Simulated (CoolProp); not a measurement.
Values from CoolProp's reference Helmholtz-energy equation of state, Zhou 2014.

### Question
Give the vapour pressure (MPa), liquid density (kg/m³), vapour density (kg/m³), liquid viscosity (µPa s) of saturated cyclohexane at 357.2, 371.6 K.

### Answer
| T (K) | p (MPa) | liquid density (kg/m³) | vapour density (kg/m³) | liquid viscosity (µPa s) |
|---|---|---|---|---|
| 357.2 | 0.112 | 716 | 3.30 | 396 |
| 371.6 | 0.168 | 701 | 4.83 | 338 |

Viscosity comes from a separate model (Tariq 2014).
